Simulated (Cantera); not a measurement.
Feed: 1 mol CH3OH, 0.085 mol O2, a varied amount of N2, at 1023.15 K and 0.130 bar.

Method: chemical equilibrium by Gibbs-energy minimisation in Cantera with the NASA 1993 tables (ideal gas, pure condensed phases). Candidate condensed phases: C, C6H6, C7H8, C8H18, H2O; 136 gas species. Rates play no part.

Question: At 3.2 mol N2, list the 6 most abundant gas species with their mole fractions, and the condensed phases.

Answer: N2 0.516, H2 0.306, CO 0.150, H2O 0.0167, CO2 0.0108, CH4 8.87e-5. Condensed: gas only.
